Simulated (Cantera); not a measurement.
Input: 1 mol Al(CH3)3, 0.36 mol NH3, a varied amount of N2, held at 673.15 K and 70.0 Pa.

Cantera equilibrium calculation (NASA polynomials, part measured and part estimated; ideal gas, pure solids and liquids). Candidate condensed phases: Al, AlN, C, C6H6, C7H8, C8H18; 97 gas species. The feed counts by its element totals alone. Equilibrium is a limit: real reactors are often held back by kinetics, nucleation or transport.

x: gas mole fraction; n: condensed amount in mol.

```tsv
n(N2) (mol)	x N2	x H2	x CH4	x NH3	n AlN(s)	n C(graphite)
11	0.680	0.319	?	1.40e-6	1.00	2.98
16	0.757	0.242	?	9.75e-7	1.00	2.99
24	0.825	0.175	?	6.24e-7	1.00	2.99
35	0.873	0.127	?	3.96e-7	1.00	2.99
51	0.910	0.0903	?	2.43e-7	1.00	3.00
75	0.937	0.0631	?	1.44e-7	1.00	3.00
110	0.956	0.0439	?	8.45e-8	1.00	3.00
```

### Question
Some entries are withheld; supply them.

### Answer

- 11, x CH4: 0.00108
- 16, x CH4: 0.000624
- 24, x CH4: 0.000326
- 35, x CH4: 0.000171
- 51, x CH4: 8.68e-5
- 75, x CH4: 4.24e-5
- 110, x CH4: 2.05e-5
